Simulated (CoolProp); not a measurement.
The numbers come from the reference Helmholtz-energy equation of state, Wagner 2002 in CoolProp.

Task: For water, give the phase and the cp (kJ/(kg K)), speed of sound (m/s), expansivity (1/kK), conductivity (mW/(m K)) at 416.8 K and 91.5 MPa.

Result: 
- 416.8 K and 91.5 MPa: liquid; cp 4.09, speed of sound 1680, expansivity 0.783, conductivity 738

Thermal conductivity comes from a separate model (Huber 2012).
